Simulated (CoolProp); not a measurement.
Model: reference Helmholtz-energy equation of state, Thol 2016, in CoolProp.

### Question
For hexamethyldisiloxane (MM), give the phase and the cv (kJ/(kg K)), Joule-Thomson coefficient (K/MPa) at 131.65 °C and 0.101 MPa; 178.95 °C and 0.101 MPa; 297.15 °C and 0.101 MPa.

### Answer
- 131.65 °C and 0.101 MPa: gas; cv 1.74, Joule-Thomson coefficient 19.9
- 178.95 °C and 0.101 MPa: gas; cv 1.85, Joule-Thomson coefficient 13.3
- 297.15 °C and 0.101 MPa: gas; cv 2.12, Joule-Thomson coefficient 6.63
